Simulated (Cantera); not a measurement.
Input: 1 mol Cu, 0.55 mol CO2, 10 mol CO, held at 1400 K and 1 atm.

These are equilibrium values from Cantera (NASA tables, ideal gas, pure condensed phases), not measurements of a reactor. Candidate condensed phases: C, Cu, CuO, Cu2O; 15 gas species. Rates play no part.

Base state: CO 0.948, CO2 0.0521 (mole fractions); condensed: Cu(l).

Q: What changes in the equilibrium state with this change: temperature from 1400 K to 923 K?

A: 
| species | before | after |
|---|---|---|
| CO2 | 0.0521 | 0.576 |
| CO | 0.948 | 0.424 |
| Cu(l), mol | 1.000 | 0 |
| C(graphite), mol | 0 | 3.51 |
| Cu(s), mol | 0 | 1.00 |
